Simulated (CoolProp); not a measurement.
Properties of chlorine along the isotherm -31.85 °C (Tc = 143.7 °C, pc = 7642 kPa, ω = 0.070).

Model: reference Helmholtz-energy equation of state, Thol 2021, in CoolProp.

```tsv
p (kPa)	phase	density (kg/m³)	cv (kJ/(kg K))	Joule-Thomson coefficient (K/MPa)	isothermal compressibility (1/MPa)	expansivity (1/kK)	fugacity coefficient
239	liquid	1558	0.4970	-0.3897	0.001100	1.776	0.4532
478	liquid	1558	0.4970	-0.3902	0.001097	1.773	0.2278
716	liquid	1559	0.4971	-0.3906	0.001094	1.770	0.1529
955	liquid	1559	0.4971	-0.3911	0.001091	1.768	0.1153
1190	liquid	1560	0.4972	-0.3916	0.001089	1.765	0.09301
1430	liquid	1560	0.4972	-0.3921	0.001086	1.762	0.07782
1670	liquid	1560	0.4973	-0.3925	0.001083	1.760	0.06700
1910	liquid	1561	0.4974	-0.3930	0.001080	1.757	0.05890
2150	liquid	1561	0.4974	-0.3935	0.001078	1.754	0.05261
2390	liquid	1562	0.4975	-0.3939	0.001075	1.752	0.04758
2630	liquid	1562	0.4975	-0.3944	0.001072	1.749	0.04348
2870	liquid	1562	0.4976	-0.3949	0.001070	1.746	0.04006
3100	liquid	1563	0.4976	-0.3953	0.001067	1.744	0.03728
3340	liquid	1563	0.4977	-0.3958	0.001065	1.741	0.03479
3580	liquid	1564	0.4977	-0.3962	0.001062	1.739	0.03263
3820	liquid	1564	0.4978	-0.3967	0.001059	1.736	0.03075
```
